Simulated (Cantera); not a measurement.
**Thermodynamics of roasting and sulfation, feed MgCO3 + H2S + H2O + SO3**

Input: 1 mol MgCO3, 0.11 mol H2S, 0.76 mol H2O, a varied amount of SO3, held at 700 K and 0.0270 bar.

Method: chemical equilibrium by Gibbs-energy minimisation in Cantera with the NASA 1993 tables (ideal gas, pure condensed phases). Candidate condensed phases: C, C6H6, C7H8, C8H18, H2O, H2SO4, Mg, MgCO3, MgO, Mg(OH)2, MgS, MgSO4, S; 130 gas species. Gases not in the tables: S3 to S7. Kinetics and transport are ignored.

From 0.55 mol SO3 to 0.97 mol SO3 the condensed part is MgO(s) + MgSO4(s). From 1.3 mol SO3 to 3 mol SO3 the condensed part is MgSO4(s).

| n(SO3) (mol) | log p CO2 | log p SO3 | log p H2O | log p SO2 | n MgO(s) | n MgSO4(s) |
|---|---|---|---|---|---|---|
| 0.55 | -1.92 | -11.58 | -1.99 | -2.35 | 0.730 | 0.270 |
| 0.73 | -1.92 | -11.58 | -1.99 | -2.35 | 0.550 | 0.450 |
| 0.97 | -1.92 | -11.58 | -1.99 | -2.35 | 0.310 | 0.690 |
| 1.3 | -1.92 | -11.48 | -1.99 | -2.32 | 0 | 1.00 |
| 1.7 | -2.00 | -2.43 | -2.06 | -2.35 | 0 | 1.00 |
| 2.3 | -2.08 | -2.11 | -2.15 | -2.43 | 0 | 1.00 |
| 3 | -2.17 | -1.96 | -2.23 | -2.49 | 0 | 1.00 |
log p: log10 of the partial pressure in bar; n: condensed amount in mol.
